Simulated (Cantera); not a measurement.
An adiabatic, constant-pressure homogeneous reactor starts with H2 : O2 : N2 : H2O = 1 : 0.455 : 2.32 : 1.1 (molar parts), equivalence ratio 1.1, at 1025 K and 1.00 bar. Integrator tolerance rtol = 1e-08.

Cantera simulation using the H2/O2 subset of GRI-Mech 3.0, which has no nitrogen chemistry; the numbers are that mechanism's predictions, not measurements.

Problem. What does this change do: pressure from 1.00 bar to 10.0 bar?

Solution. 
```tsv
quantity	before	after
time of steepest temperature rise	13.1 ms	7.50 ms
temperature at 0.700 s	2234 K	2258 K
equilibrium temperature	2234 K	2258 K
x(H2) at 0.700 s	0.0229 (gas-phase equilibrium 0.0229)	0.0210 (gas-phase equilibrium 0.0210)
x(O2) at 0.700 s	0.000770 (gas-phase equilibrium 0.000770)	0.000124 (gas-phase equilibrium 0.000124)
x(H2O) at 0.700 s	0.449 (gas-phase equilibrium 0.449)	0.453 (gas-phase equilibrium 0.453)
x(HO2) at 0.700 s	2.09e-7 (gas-phase equilibrium 2.09e-7)	1.02e-7 (gas-phase equilibrium 1.02e-7)
x(OH) at 0.700 s	0.00298 (gas-phase equilibrium 0.00298)	0.00117 (gas-phase equilibrium 0.00117)
```
The hydrogen kinetics of GRI-Mech 3.0 are dated; newer H2 mechanisms differ, most at raised pressure.

Problem. What does this change do: initial temperature 1025 to 1400 K?

Solution. 
```json
[
 {"quantity": "time of steepest temperature rise", "before": "13.1 ms", "after": "30.7 µs"},
 {"quantity": "temperature at 0.700 s", "before": "2234 K", "after": "2459 K"},
 {"quantity": "equilibrium temperature", "before": "2234 K", "after": "2459 K"},
 {"quantity": "x(H2) at 0.700 s", "before": "0.0229 (gas-phase equilibrium 0.0229)", "after": "0.0324 (gas-phase equilibrium 0.0324)"},
 {"quantity": "x(O2) at 0.700 s", "before": "0.000770 (gas-phase equilibrium 0.000770)", "after": "0.00421 (gas-phase equilibrium 0.00421)"},
 {"quantity": "x(H2O) at 0.700 s", "before": "0.449 (gas-phase equilibrium 0.449)", "after": "0.430 (gas-phase equilibrium 0.430)"},
 {"quantity": "x(HO2) at 0.700 s", "before": "2.09e-7 (gas-phase equilibrium 2.09e-7)", "after": "1.42e-6 (gas-phase equilibrium 1.42e-6)"},
 {"quantity": "x(OH) at 0.700 s", "before": "0.00298 (gas-phase equilibrium 0.00298)", "after": "0.00993 (gas-phase equilibrium 0.00993)"}
]
```
